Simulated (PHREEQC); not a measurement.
**Brine: an equilibrium model**

Consider water at 25 °C with 0.78 mol/kgw CaCl2 and 0.039 mol/kgw SrCl2. Closed to the air; pH follows from the charge balance.

The numbers come from PHREEQC with the Pitzer model, pitzer.dat.

No solid was allowed to form.

Problem. Predict the activity of water, density, osmotic coefficient.

Solution. activity of water 0.957; density 1.069 g/cm³; osmotic coefficient 0.994.
